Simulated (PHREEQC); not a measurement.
Consider water at 25 °C with 11 mmol/kgw MnSO4, 7.9 mmol/kgw MgSO4 and 40 mmol/kgw H2SO4. Closed to the air; pH follows from the charge balance.

The numbers come from PHREEQC with the ion-association model, phreeqc.dat.

Precipitation was switched off in this run.

Task: Predict the pH.

Result: pH 1.42.

Task: In which forms is Mn present?

Result: Mn+2 67 %, MnSO4 33 % of the Mn.
